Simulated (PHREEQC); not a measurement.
## Alkaline etch or developer

Consider water at 25 °C with 0.0033 mol KOH, 0.014 mol K2SiO3 and 0.034 mol K2CO3 per kg of water. Closed to the air; pH follows from the charge balance.

All values are PHREEQC results (ion-association model, phreeqc.dat), not measurements.

Each row changes one thing in this solution. Precipitation was switched off in this run.

| case | pH | ionic strength (mol/kgw) | H3SiO4- (mol/kgw) | H2SiO4-2 (mol/kgw) | H4SiO4 (mol/kgw) | SI of Quartz (SiO2) |
|---|---|---|---|---|---|---|
| as made | 12.06 | 0.135 | 0.0120 | 0.00198 | 5.14e-5 | -0.29 |
| diluted 10-fold with water | 11.25 | 0.0131 | 0.00133 | 2.24e-5 | 4.52e-5 | -0.36 |
| K2CO3 from 0.034 to 0.068 mol/kgw | ? | 0.237 | 0.0118 | 0.00211 | 4.95e-5 | -0.30 |
| K2CO3 replaced by KHCO3 at the same molality | 10.21 | 0.0858 | 0.0106 | 2.27e-5 | 0.00337 | +1.52 |
| K2CO3 left out | 12.11 | 0.0330 | 0.0122 | 0.00173 | 5.34e-5 | -0.29 |
| diluted 2-fold with water | 11.82 | 0.0669 | 0.00642 | 0.000530 | 5.16e-5 | -0.30 |
| temperature from 25 to 60 °C | 11.12 | 0.133 | ? | 0.00155 | 0.000169 | -0.24 |
| 0.01 mol/kgw TMAH added | 12.25 | 0.146 | ? | 0.00291 | 3.01e-5 | -0.52 |
| temperature from 25 to 35 °C | 11.75 | 0.135 | ? | 0.00184 | 7.56e-5 | -0.27 |

What belongs in the gaps?


- K2CO3 from 0.034 to 0.068 mol/kgw, pH: 12.04
- temperature from 25 to 60 °C, H3SiO4- (mol/kgw): 0.0123
- 0.01 mol/kgw TMAH added, H3SiO4- (mol/kgw): 0.0111
- temperature from 25 to 35 °C, H3SiO4- (mol/kgw): 0.0121

Some of these states are supersaturated (in SiO2(a), Quartz (slow to form), for instance). (CH3)4N+ isn't in the database: it is added as a free cation with an ion size of 4 Å. Away from 25 °C the constants follow the database's enthalpies or fits; those with neither stay at their 25 °C values.
